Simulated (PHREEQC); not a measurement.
Solution A (21 mmol/kgw CsF, 1.7 mmol/kgw Na2S and 6.6 mmol/kgw (CH3)4NCl) is mixed with solution B (0.19 mol/kgw HF, 0.15 mol/kgw NaF and 0.039 mol/kgw NaCl) at 25 °C; shares are by mass of water, 1 kg in all. No oxygen is let in. No CO2 enters from the air. Solids allowed: Halite. Others were left out.

The numbers come from PHREEQC with the ion-association model, wateq4f.dat.

```csv
share of solution B,pH,HS- (mol/kgw),H2S (mol/kgw),F- (mol/kgw),HF (mol/kgw),HF2- (mol/kgw),H2F2 (mol/kgw)
0,11.14,0.00166,8.68e-8,0.0210,1.89e-10,1.53e-11,0
0.1,3.52,7.15e-7,0.00153,0.0352,0.0129,0.00177,0.000441
0.2,3.30,3.96e-7,0.00136,0.0448,0.0264,0.00461,0.00184
0.3,3.21,2.87e-7,0.00119,0.0537,0.0382,0.00801,0.00386
0.4,3.16,…,0.00102,0.0620,0.0487,0.0118,0.00631
0.5,3.12,1.75e-7,0.000850,…,0.0582,0.0160,0.00906
0.6,3.10,…,0.000680,0.0775,0.0670,0.0205,0.0121
0.7,…,9.84e-8,0.000510,0.0847,0.0752,0.0252,0.0152
0.8,3.07,6.44e-8,0.000340,0.0916,0.0829,0.0302,0.0186
0.9,3.05,…,0.000170,0.0983,0.0902,0.0354,0.0220
1,3.04,0,0,0.105,0.0970,0.0407,0.0256
```

Problem. Fill in the missing entries.

Solution. 
- 0.4, HS- (mol/kgw): 2.23e-7
- 0.5, F- (mol/kgw): 0.0699
- 0.6, HS- (mol/kgw): 1.35e-7
- 0.7, pH: 3.08
- 0.9, HS- (mol/kgw): 3.18e-8

The polysulfide entries of wateq4f.dat were taken out for this run. (CH3)4N+ isn't in the database: it is added as a free cation with an ion size of 4 Å. wateq4f.dat counts part of the HF as a dimer, H2F2, which phreeqc.dat doesn't know; its constant is uncertain.
